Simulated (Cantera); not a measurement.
An adiabatic, constant-pressure homogeneous reactor starts with CH₄ : O₂ : N₂ = 1 : 5 : 18.8 (molar parts), equivalence ratio 0.40, at 1775 K and 1.00 bar. Integrator tolerance rtol = 1e-08.

Model: GRI-Mech 3.0 (53 species, 325 reactions), integrated in Cantera.

Task: What does this change do: pressure from 1.00 bar to 7.70 bar?

Result: 
```json
[
 {"quantity": "time of steepest temperature rise", "before": "0.126 ms", "after": "21.5 µs"},
 {"quantity": "temperature at 1.00 s", "before": "2472 K", "after": "2518 K"},
 {"quantity": "equilibrium temperature", "before": "2472 K", "after": "2518 K"},
 {"quantity": "x(CH₄) at 1.00 s", "before": "<1e-12 (gas-phase equilibrium <1e-12)", "after": "<1e-12 (gas-phase equilibrium <1e-12)"},
 {"quantity": "x(O₂) at 1.00 s", "before": "0.110 (gas-phase equilibrium 0.110)", "after": "0.111 (gas-phase equilibrium 0.111)"},
 {"quantity": "x(N₂O) at 1.00 s", "before": "8.35e-7 (gas-phase equilibrium 8.35e-7)", "after": "2.52e-6 (gas-phase equilibrium 2.52e-6)"},
 {"quantity": "x(NO) at 1.00 s", "before": "0.0155 (gas-phase equilibrium 0.0155)", "after": "0.0168 (gas-phase equilibrium 0.0168)"},
 {"quantity": "x(CH₂O) at 1.00 s", "before": "1.63e-12 (gas-phase equilibrium 1.63e-12)", "after": "2.82e-12 (gas-phase equilibrium 2.82e-12)"},
 {"quantity": "x(CO) at 1.00 s", "before": "0.00351 (gas-phase equilibrium 0.00351)", "after": "0.00170 (gas-phase equilibrium 0.00170)"},
 {"quantity": "x(H) at 1.00 s", "before": "0.000762 (gas-phase equilibrium 0.000762)", "after": "0.000229 (gas-phase equilibrium 0.000229)"}
]
```

Task: What does this change do: initial temperature 1775 to 973 K?

Result: 
| quantity | before | after |
|---|---|---|
| time of steepest temperature rise | 0.126 ms | not reached |
| temperature at 1.00 s | 2472 K | 978 K |
| equilibrium temperature | 2472 K | 1845 K |
| x(CH₄) at 1.00 s | <1e-12 (gas-phase equilibrium <1e-12) | 0.0397 (gas-phase equilibrium <1e-12) |
| x(O₂) at 1.00 s | 0.110 (gas-phase equilibrium 0.110) | 0.201 (gas-phase equilibrium 0.119) |
| x(N₂O) at 1.00 s | 8.35e-7 (gas-phase equilibrium 8.35e-7) | 8.90e-11 (gas-phase equilibrium 2.00e-7) |
| x(NO) at 1.00 s | 0.0155 (gas-phase equilibrium 0.0155) | <1e-12 (gas-phase equilibrium 0.00357) |
| x(CH₂O) at 1.00 s | 1.63e-12 (gas-phase equilibrium 1.63e-12) | 0.000329 (gas-phase equilibrium <1e-12) |
| x(CO) at 1.00 s | 0.00351 (gas-phase equilibrium 0.00351) | 0.000129 (gas-phase equilibrium 3.81e-5) |
| x(H) at 1.00 s | 0.000762 (gas-phase equilibrium 0.000762) | 4.04e-9 (gas-phase equilibrium 2.27e-6) |
Below about 1000 K GRI-Mech 3.0 lacks low-temperature oxidation paths.
